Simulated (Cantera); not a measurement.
**Counterflow diffusion flame**

A counterflow diffusion flame at 760 Torr, nozzles 20 mm apart: fuel side CH₄ = 1 (molar parts) at 525 K, oxidiser side O₂ : N₂ = 0.22 : 0.78 (molar parts) at 625 K, fuel mass flux 0.74 times the oxidiser's; mixture-averaged transport, no radiation.

Computed with Cantera and GRI-Mech 3.0 (53 species, 325 reactions). GRI-Mech 3.0 has no aromatics or soot, which form on the fuel side of real flames. The maximum strain rate includes the flame's own expansion and is several times the mean.

| oxidiser flux (kg/m²/s) | max strain (1/s) | mean strain (1/s) | T max (K) | peak x OH | peak x H | peak x NO | peak x CO | peak x C₂H₂ |
|---|---|---|---|---|---|---|---|---|
| 0.25 | 209 | 47.0 | 2224 | 0.0104 | 0.00522 | 0.000381 | 0.0669 | 0.0178 |
| 0.38 | 303 | 71.5 | 2205 | 0.0104 | 0.00553 | 0.000345 | 0.0653 | 0.0167 |
| 0.56 | 429 | 105 | 2190 | 0.0104 | 0.00582 | 0.000313 | 0.0641 | 0.0157 |
| 0.83 | 614 | 156 | 2174 | 0.0103 | 0.00609 | 0.000276 | 0.0631 | 0.0147 |
| 1.2 | 861 | 226 | 2157 | 0.0101 | 0.00630 | 0.000237 | 0.0624 | 0.0137 |
| 1.8 | 1250 | 339 | 2132 | 0.00967 | 0.00642 | 0.000188 | 0.0617 | 0.0123 |
| 2.7 | 1820 | 508 | 2102 | 0.00909 | 0.00640 | 0.000137 | 0.0614 | 0.0107 |
x: mole fraction; the columns are a selection and need not sum to one.
